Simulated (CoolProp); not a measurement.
R1234ze(Z) along the isotherm 60.65 °C: Z from the reference equation and from simpler models built on Tc = 150.1 °C, pc = 3.531 MPa, ω = 0.327; each cubic takes its own stable root.

The numbers come from the reference Helmholtz-energy equation of state, Akasaka 2019 in CoolProp.

```json
[
 {"p (MPa)": "0.0167", "phase": "gas", "reference": "0.9958"},
 {"p (MPa)": "0.0298", "phase": "gas", "reference": "0.9925"},
 {"p (MPa)": "0.053", "phase": "gas", "reference": "0.9865"},
 {"p (MPa)": "0.0942", "phase": "gas", "reference": "0.9758"},
 {"p (MPa)": "0.167", "phase": "gas", "reference": "0.9565"},
 {"p (MPa)": "0.298", "phase": "gas", "reference": "0.9200"},
 {"p (MPa)": "0.942", "phase": "liquid", "reference": "0.03442"},
 {"p (MPa)": "1.67", "phase": "liquid", "reference": "0.06080"},
 {"p (MPa)": "2.98", "phase": "liquid", "reference": "0.1078"},
 {"p (MPa)": "5.3", "phase": "liquid", "reference": "0.1897"}
]
```

Question: How far does each simpler model (van der Waals, Soave-Redlich-Kwong, Peng-Robinson) lie from the reference over these 10 states: mean and median of the absolute difference, and the worst?

Answer: 
- van der Waals: mean 258.9 %, median 2.8 %, worst +2331.7 % at 60.65 °C and 0.942 MPa
- Soave-Redlich-Kwong: mean 9.8 %, median 1.2 %, worst +24.4 % at 60.65 °C and 0.942 MPa
- Peng-Robinson: mean 3.9 %, median 0.8 %, worst +9.7 % at 60.65 °C and 0.942 MPa

At some of these states van der Waals gives the other phase, because its saturation line lies elsewhere.
